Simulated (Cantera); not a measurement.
Input: 1 mol SiHCl₃, 5.1 mol N₂, at 133 Pa.

These are equilibrium values from Cantera (NASA tables, ideal gas, pure condensed phases), not measurements of a reactor. Candidate condensed phases: NH₄Cl, Si, Si₃N₄; 28 gas species. N₂ is the only nitrogen source here; it is nearly inert below about 1500 K, so the nitride shown seldom forms there in practice. Rates play no part.

Over these rows the condensed part is Si₃N₄(s). Partial pressures as log10 of bar:

```tsv
T (K)	1000/T (1/K)	log p SiCl₂	log p N₂	log p HCl	log p SiCl₄	log p H₂
800	1.2500	-11.36	-2.99	-3.78	-3.93	-4.63
900	1.1111	-9.31	-2.99	-3.76	-3.93	-4.71
1000	1.0000	-7.67	-2.99	-3.74	-3.94	-4.78
1100	0.9091	-6.34	-2.99	-3.74	-3.95	-4.84
1200	0.8333	-5.25	-2.99	-3.73	-3.99	-4.88
1300	0.7692	?	-3.00	-3.75	-4.14	-4.88
```

Fit log p(SiCl₂) = a + b·(1000/T) to the five rows, give the apparent enthalpy, and predict the row at 1300 K.

Means: 1000/T = 1.0207, log p = -7.986. Sxy = -1.596309, Sxx = 0.1087525, so b = -14.68 and a = -7.986 − (-14.68)×1.0207 = 7.00.
Apparent enthalpy: −19.145 × (-14.68) = 281 kJ/mol. With the condensed phases at unit activity, 1/6 Si₃N₄(s) + 1/2 SiCl₄(g) = SiCl₂(g) + 1/3 N₂(g) links this pressure to the main gases: over the six rows their terms move log p by -0.10 in all, so the slope is close to that reaction's ΔH°. The five rows lie within 0.02 of the line.
Prediction at 1300 K: 7.00 + (-14.68)×0.7692 = -4.29. The computed value is -4.39, 0.10 from the line.
